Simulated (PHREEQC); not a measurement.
Consider water at 63 °C with 0.0023 mol CdSO4, 0.00055 mol NaOH and 0.019 mol HCl per kg of water. Closed to the air; pH follows from the charge balance.

Equilibrium calculation in PHREEQC: ion-association model, phreeqc.dat.

The pH is 1.83. The ionic strength comes out as 0.0224 mol/kgw and the total alkalinity comes out as -18.5 meq/kg.

```
species     molality  activity   log γ
----------  --------  --------  ------
Cl-           0.0178    0.0152  -0.069
H+            0.0169    0.0148  -0.057
HSO4-        0.00156   0.00133  -0.068
CdCl+        0.00109  0.000930  -0.068
Cd+2         0.00107  0.000574  -0.271
SO4-2       0.000666  0.000362  -0.264
Na+         0.000549  0.000471  -0.066
CdSO4        7.33e-5   7.37e-5   0.002
CdCl2        6.62e-5   6.65e-5   0.002
CdCl3-       1.24e-6   1.06e-6  -0.068
NaSO4-       1.23e-6   1.06e-6  -0.065
Cd(SO4)2-2   4.45e-7   2.38e-7  -0.271
```

This is a speciation only: nothing precipitates in the calculation. Constants without temperature data keep their 25 °C values here.
